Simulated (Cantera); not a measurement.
A closed system holds: 1 mol Si₃N₄, 0.0034 mol H₂O, 23 mol N₂, held at 1625 K and 790 Pa.

These are equilibrium values from Cantera (NASA tables, ideal gas, pure condensed phases), not measurements of a reactor. Candidate condensed phases: H₂O, Si, SiO₂, Si₂N₂O, Si₃N₄; 35 gas species. Equilibrium is a limit: real reactors are often held back by kinetics, nucleation or transport.

What is the equilibrium state?


- x(N₂): 1.000
- x(SiO): 0.000148
- x(H₂): 0.000143
- x(H): 9.49e-6
- x(Si): 3.09e-6
- n(Si₃N₄(s)): 0.999 mol
- gas amount: 23.01 mol
- log10 activity of Si(s) (absent): -0.82
